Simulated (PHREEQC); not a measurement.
Solution (20 °C): 1.8 mmol/kgw Pb(NO3)2, 0.075 mmol/kgw NaHCO3 and 0.33 mmol/kgw Na2SO4. Closed to the air; pH follows from the charge balance.

All values are PHREEQC results (ion-association model, phreeqc.dat), not measurements.

This is a speciation only: nothing precipitates in the calculation.

**Question.** Order these Pb species by the share of Pb that they hold, largest first: PbSO4, Pb+2, PbOH+, PbHCO3+, PbNO3+.

**Answer.** Pb+2 (88 %), PbSO4 (5.8 %), PbNO3+ (3.3 %), PbOH+ (1.3 %), PbHCO3+ (0.77 %)

The pH is 5.99 and the ionic strength 0.00581 mol/kgw. Saturation is exceeded, for instance for Cerussite, Anglesite; the values hold only as long as no solid forms. Species that the database lacks are ignored.
